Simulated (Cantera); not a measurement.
Low-pressure radical oxidation in H2/O2

An isothermal, constant-pressure homogeneous reactor starts with 1.55 % H2, 77.5 % O2, 20.9 % N2, at 973 K and 20.0 Torr.

Cantera simulation using the H2/O2 subset of GRI-Mech 3.0, which has no nitrogen chemistry; the numbers are that mechanism's predictions, not measurements. Radical loss at walls, strong at low pressure, is not modelled.

| t (s) | x H2 | x O2 | x H2O2 | x H2O | x H |
|---|---|---|---|---|---|
| 3.00e-5 | 0.0155 | 0.775 | <1e-12 | <1e-12 | 2.84e-12 |
| 0.000116 | 0.0155 | 0.775 | <1e-12 | 1.19e-12 | 8.42e-12 |
| 0.000452 | 0.0155 | 0.775 | <1e-12 | 3.81e-11 | 2.86e-11 |
| 0.00175 | 0.0155 | 0.775 | <1e-12 | 2.30e-9 | 5.73e-10 |
| 0.00680 | 0.0153 | 0.775 | 2.38e-9 | 0.000134 | 3.06e-5 |
| 0.0264 | 9.94e-5 | 0.772 | 7.52e-8 | 0.0153 | 0.000168 |
| 0.102 | 6.57e-6 | 0.773 | 4.26e-8 | 0.0156 | 4.21e-6 |
| 0.397 | 4.87e-7 | 0.773 | 2.09e-8 | 0.0156 | 1.00e-7 |
| 1.54 | 3.45e-8 | 0.773 | 6.42e-9 | 0.0156 | 3.31e-9 |
| 5.98 | 3.32e-9 | 0.773 | 1.58e-9 | 0.0156 | 1.87e-10 |
| 23.2 | 5.25e-10 | 0.773 | 3.88e-10 | 0.0156 | 1.57e-11 |
| 90.0 | 1.08e-10 | 0.773 | 9.73e-11 | 0.0156 | 1.64e-12 |
x: mole fraction; the columns are a selection and need not sum to one.

Equilibrium at this temperature and pressure: H2 4.19e-12, O2 0.773, H2O2 4.43e-12, H2O 0.0156, H <1e-12 (gas phase only).
